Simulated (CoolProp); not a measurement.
Vapour-liquid equilibrium of ethanol (1) + n-decane (2) at 5.64 bar; x and y are mole fractions of (1).

The numbers come from the multi-fluid Helmholtz-energy mixture model, Schroeder 2014 and Lemmon 2006; pair parameters Bell 2016 in CoolProp.

```json
[
 {"x": "0.05", "bubble temperature, mixture model (°C)": "206.0", "bubble temperature, Raoult's law (°C)": "227.7", "y, mixture model": "0.598", "y, Raoult's law": "0.438"},
 {"x": "0.125", "bubble temperature, mixture model (°C)": "169.0", "bubble temperature, Raoult's law (°C)": "202.5", "y, mixture model": "0.831", "y, Raoult's law": "0.693"},
 {"x": "0.2", "bubble temperature, mixture model (°C)": "154.4", "bubble temperature, Raoult's law (°C)": "186.5", "y, mixture model": "0.888", "y, Raoult's law": "0.805"},
 {"x": "0.275", "bubble temperature, mixture model (°C)": "147.5", "bubble temperature, Raoult's law (°C)": "175.0", "y, mixture model": "0.910", "y, Raoult's law": "0.867"},
 {"x": "0.35", "bubble temperature, mixture model (°C)": "143.9", "bubble temperature, Raoult's law (°C)": "166.3", "y, mixture model": "0.921", "y, Raoult's law": "0.905"},
 {"x": "0.425", "bubble temperature, mixture model (°C)": "141.8", "bubble temperature, Raoult's law (°C)": "159.2", "y, mixture model": "0.928", "y, Raoult's law": "0.930"},
 {"x": "0.5", "bubble temperature, mixture model (°C)": "140.2", "bubble temperature, Raoult's law (°C)": "153.4", "y, mixture model": "0.933", "y, Raoult's law": "0.949"},
 {"x": "0.575", "bubble temperature, mixture model (°C)": "138.9", "bubble temperature, Raoult's law (°C)": "148.4", "y, mixture model": "0.937", "y, Raoult's law": "0.962"},
 {"x": "0.65", "bubble temperature, mixture model (°C)": "137.6", "bubble temperature, Raoult's law (°C)": "144.1", "y, mixture model": "0.943", "y, Raoult's law": "0.973"},
 {"x": "0.725", "bubble temperature, mixture model (°C)": "136.2", "bubble temperature, Raoult's law (°C)": "140.3", "y, mixture model": "0.949", "y, Raoult's law": "0.981"},
 {"x": "0.8", "bubble temperature, mixture model (°C)": "134.6", "bubble temperature, Raoult's law (°C)": "136.9", "y, mixture model": "0.958", "y, Raoult's law": "0.987"},
 {"x": "0.875", "bubble temperature, mixture model (°C)": "132.8", "bubble temperature, Raoult's law (°C)": "133.9", "y, mixture model": "0.970", "y, Raoult's law": "0.993"},
 {"x": "0.95", "bubble temperature, mixture model (°C)": "130.8", "bubble temperature, Raoult's law (°C)": "131.1", "y, mixture model": "0.986", "y, Raoult's law": "0.997"}
]
```

The largest gap from Raoult's law is -33.5 K in bubble temperature, at x = 0.125. No azeotrope shows between x = 0.05 and 0.95.

Pair parameters are fitted to limited data, so mixtures are less certain than the pure fluids. With so large a gap from Raoult's law the liquid may split in two, which this calculation doesn't test in full.
